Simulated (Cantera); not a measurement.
A Cantera script and what it prints.

```python
import numpy as np
import cantera as ct

gas_names = """
    Mg MgN MgO MgS Mg2 N NO NO2 NO3 N2 N2O O O2 O3 S SN SO SO2 SO3 S2 S2O S8
""".split()
cond_names = """
    Mg(cr) Mg(L) MgO(s) MgO(L) MgS(s) MgSO4(s) MgSO4(L) S(cr1) S(cr2) S(L)
""".split()


# ... load() reads the species with a 1 bar reference pressure and builds the phases ...
atoms = {
    'MgO': {'Mg': 1, 'O': 1},
    'SO2': {'S': 1, 'O': 2},
    'N2': {'N': 2},
    'SO3': {'S': 1, 'O': 3},
}
top_T = {'MgS(s)': 2250}  # K; cautious upper limits of use, not melting points


# ... equilibrate(T, P, feed) seeds the gas with the atoms and calls Mixture.equilibrate('TP', solver="vcs", rtol=1e-11, max_steps=5000) ...
results = []
feed = {'MgO': 1, 'SO2': 0.12, 'N2': 11, 'SO3': 0.29}  # mol
T = 1275  # K
for P in [1000, 3500, 13000, 45000, 160000, 560000, 2000000]:
    mix = equilibrate(T, P, feed)
    results.append((T, P, feed, dict(zip(mix.species_names, mix.species_moles))))

top = {s: max(r[3][s] / sum(r[3][g] for g in gas_names) for r in results) for s in gas_names}
cols = sorted((s for s in top if top[s] > 1e-06), key=lambda s: -top[s])[:9]
seen = [c for c in cond_names if any(r[3].get(c, 0) > 1e-12 for r in results)]
print("log10 of partial pressures in bar; condensed amounts in mol")
print(f"{'P/Pa':>10s}" + "".join(f"{s[:9]:>10s}" for s in cols + seen))
for T, P, feed, n in results:
    ng = sum(n[g] for g in gas_names)
    print(f"{P:10.4g}" + "".join(f"{np.log10(max(n[s] / ng * P / 1e5, 1e-99)):10.3f}" for s in cols)
          + "".join(f"{n.get(c, 0):10.4g}" for c in seen))
```

Output:

```
log10 of partial pressures in bar; condensed amounts in mol
      P/Pa        N2       SO2        O2       SO3        NO    MgO(s)  MgSO4(s)
      1000    -2.021    -3.451    -3.904    -6.240    -6.047         1         0
      3500    -1.477    -2.907    -3.361    -5.425    -5.503         1         0
   1.3e+04    -0.907    -2.339    -2.793    -4.572    -4.934         1         0
   4.5e+04    -0.368    -1.801    -2.256    -3.767    -4.396         1         0
   1.6e+05     0.183    -1.254    -1.711    -2.947    -3.848         1         0
   5.6e+05     0.729    -0.753    -1.230    -2.205    -3.334    0.9655   0.03451
     2e+06     1.294    -0.573    -1.589    -2.205    -3.231    0.7426    0.2574
```

These are equilibrium values from Cantera (NASA tables, ideal gas, pure condensed phases), not measurements of a reactor. Mutual solubility and eutectic melting of coexisting phases are not modelled.
